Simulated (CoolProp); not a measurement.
R13 at 422.74 K and 2.26 MPa flows at 2.6 m/s in a round tube of 20 mm bore and 1.5 µm roughness, fully developed (64/Re and Nu = 3.66 if laminar; Colebrook and Gnielinski if turbulent). Each further row changes one setting.

The numbers come from the reference Helmholtz-energy equation of state, Platzer 1990 in CoolProp. This equation is an older, rougher fit.

```csv
case,Reynolds number,Darcy friction factor,pressure drop (Pa/m),heat-transfer coefficient (W/(m² K)),mass flow (kg/h)
as stated,183000,[?],199,[?],210
velocity 5.2 m/s,365000,0.0148,[?],[?],420
diameter 40 mm,365000,0.0144,86.7,[?],[?]
```

Q: Complete the blanks.

A: 
- as stated, Darcy friction factor: 0.0165
- as stated, heat-transfer coefficient (W/(m² K)): 345
- velocity 5.2 m/s, pressure drop (Pa/m): 713
- velocity 5.2 m/s, heat-transfer coefficient (W/(m² K)): 616
- diameter 40 mm, heat-transfer coefficient (W/(m² K)): 299
- diameter 40 mm, mass flow (kg/h): 840

Viscosity comes from a separate model (Huber 2003), an estimate that may be off by 10 % or more. Thermal conductivity comes from a separate model (Huber 2003), an estimate that may be off by 10 % or more.
